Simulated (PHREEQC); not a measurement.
1 kg of water holding 0.028 mol/kgw MgCl2, 0.26 mol/kgw NaCl, 0.068 mol/kgw SrCl2, 0.0096 mol/kgw KCl and 0.0088 mol/kgw CaCl2 is evaporated at 25 °C; the solids stay in contact with the brine. No CO2 enters from the air. Only these solids could form: Bischofite, Brucite, Carnallite, Halite, Portlandite, Sylvite, MgCl2_4H2O.

Equilibrium calculation in PHREEQC: Pitzer model, pitzer.dat.

| water left (kg) | ionic strength | water activity | Halite (mol) |
|---|---|---|---|
| 1 | 0.584 | 0.986 | 0 |
| 0.8219 | 0.711 | 0.983 | 0 |
| 0.6755 | 0.865 | 0.979 | 0 |
| 0.5552 | ___ | 0.975 | 0 |
| 0.4563 | 1.28 | 0.969 | 0 |
| 0.375 | 1.56 | 0.962 | 0 |
| 0.3082 | 1.89 | 0.953 | 0 |
| 0.2533 | ___ | 0.941 | 0 |
| 0.2082 | 2.80 | ___ | 0 |
| 0.1407 | 4.15 | 0.882 | 0 |
| 0.1156 | 5.05 | 0.850 | 0 |
| 0.09502 | 6.15 | 0.807 | 0 |
| 0.07809 | 7.48 | 0.751 | 0 |
| 0.06418 | ___ | ___ | 0.0431 |
| 0.05275 | 9.00 | 0.702 | 0.109 |
| 0.04335 | ___ | 0.683 | 0.161 |
| 0.03564 | 10.8 | 0.653 | 0.201 |
| 0.0293 | 12.1 | 0.607 | 0.229 |
| 0.02407 | 14.0 | 0.536 | 0.246 |

Problem. Complete the blanks.

Solution. 
- 0.5552, ionic strength: 1.05
- 0.2533, ionic strength: 2.31
- 0.2082, water activity: 0.926
- 0.06418, ionic strength: 8.43
- 0.06418, water activity: 0.715
- 0.04335, ionic strength: 9.75
